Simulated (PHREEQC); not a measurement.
A solution holds 0.28 mol (CH3)4NF per kg of water, at 65 °C. Closed to the air; pH follows from the charge balance.

All values are PHREEQC results (ion-association model, phreeqc.dat), not measurements.

Precipitation was switched off in this run.

What pH, activity of water does the model give?

pH 7.91; activity of water 0.990.

Complexes and solids missing from the database can't appear. (CH3)4N+ isn't in the database: it is added as a free cation with an ion size of 4 Å. Constants without temperature data keep their 25 °C values here.
